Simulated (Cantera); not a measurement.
A perfectly stirred reactor is fed with 2.68 % CH4, 1.28 % H2, 13.3 % O2, 82.7 % N2, at 200000 Pa; it is adiabatic with a 700 K inlet, and is followed from long to short residence time, starting on the burning branch (τ in s: 0.22, 0.1, 0.049, 0.023, 0.011, 0.0052, 0.0025, 0.0012, 0.00055, 0.00026, 0.00012, 5.9e-05).

Detailed kinetics in Cantera: GRI-Mech 3.0 (53 species, 325 reactions).

x: mole fraction; the columns are a selection and need not sum to one.

```csv
τ (s),T (K),x CH4,x H2,x O2,x C2H2,x NO,x CH2O
0.22,1420,1.49e-5,1.80e-5,0.0739,3.83e-9,…,1.05e-6
0.10,1418,2.52e-5,3.16e-5,0.0739,5.77e-9,1.09e-6,1.85e-6
0.049,1416,4.07e-5,5.29e-5,0.0740,7.89e-9,…,3.11e-6
0.023,1412,6.83e-5,9.22e-5,0.0742,1.04e-8,…,5.41e-6
0.011,1406,0.000115,0.000161,0.0746,1.33e-8,…,9.35e-6
0.0052,1395,0.000202,0.000290,0.0752,1.74e-8,…,1.66e-5
0.0025,1374,0.000387,0.000558,0.0766,2.74e-8,…,3.13e-5
0.0012,700,0.0268,0.0128,0.133,<1e-12,<1e-12,<1e-12
0.00055,700,0.0268,0.0128,0.133,<1e-12,<1e-12,<1e-12
0.00026,700,0.0268,0.0128,0.133,<1e-12,<1e-12,<1e-12
0.00012,700,0.0268,0.0128,0.133,<1e-12,<1e-12,<1e-12
5.9e-5,700,0.0268,0.0128,0.133,<1e-12,<1e-12,<1e-12
```

### Question
What belongs in the gaps?

### Answer

- 0.22, x NO: 1.18e-6
- 0.049, x NO: 9.37e-7
- 0.023, x NO: 7.35e-7
- 0.011, x NO: 5.49e-7
- 0.0052, x NO: 3.94e-7
- 0.0025, x NO: 2.62e-7
